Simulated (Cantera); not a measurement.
Cantera run, input and output.

```python
import numpy as np
import cantera as ct

gas = ct.Solution("gri30.yaml")


def delay(T, t_max=10):
    gas.TPX = T, 73000, {'CH4': 1, 'C2H6': 0.041, 'C3H8': 0.074, 'O2': 1.2, 'N2': 4.5}
    reactor = ct.IdealGasConstPressureReactor(gas, clone=False)
    net = ct.ReactorNet([reactor])
    net.rtol, net.atol = 1e-8, 1e-16
    while net.time < t_max:
        t_old, T_old = net.time, reactor.T
        net.step()
        if reactor.T > T + 400:  # ignition: a rise of 400 K
            return t_old + (T + 400 - T_old) / (reactor.T - T_old) * (net.time - t_old)
    return np.nan


taus = []
for T in [1075, 1175, 1275, 1375, 1475, 1575, 1675, 1775, 1875]:
    taus.append(delay(T))
    print(f"T0 = {T:6g} K   tau = {taus[-1]:.4e} s")
```

It prints:

```
T0 =   1075 K   tau = 1.2547e-01 s
T0 =   1175 K   tau = 2.2106e-02 s
T0 =   1275 K   tau = 4.4381e-03 s
T0 =   1375 K   tau = 1.1547e-03 s
T0 =   1475 K   tau = 3.9217e-04 s
T0 =   1575 K   tau = 1.6708e-04 s
T0 =   1675 K   tau = 8.5410e-05 s
T0 =   1775 K   tau = 5.0277e-05 s
T0 =   1875 K   tau = 3.2863e-05 s
```

Computed with Cantera and GRI-Mech 3.0 (53 species, 325 reactions).
